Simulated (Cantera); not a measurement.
Mixture: H2 : O2 : N2 = 1 : 0.227 : 1.5 (molar parts), equivalence ratio 2.2, at 8250 Torr, adiabatic and at constant volume. Ignition delay is the time to a rise of 400 K.

Detailed kinetics in Cantera: the H2/O2 subset of GRI-Mech 3.0, which has no nitrogen chemistry. The hydrogen kinetics of GRI-Mech 3.0 are dated; newer H2 mechanisms differ, most at raised pressure. Where the delays flatten at high temperature, the 400 K rule measures the pace of heat release, not the induction time.

| quantity | before | after |
|---|---|---|
| delay at 1275 K | 11.1 µs | 13.2 µs |
| delay at 1425 K | 2.74 µs | 3.50 µs |
| delay at 1575 K | 1.48 µs | 1.93 µs |
| delay at 1725 K | 0.984 µs | 1.33 µs |
| delay at 1875 K | 0.746 µs | 1.05 µs |

What was changed between the two runs?
A. constant pressure in place of constant volume
B. pressure from 8250 Torr to 338 Torr
C. N2 1.5 to 1.1 parts
D. N2 1.5 to 2.2 parts

D, N2 1.5 to 2.2 parts
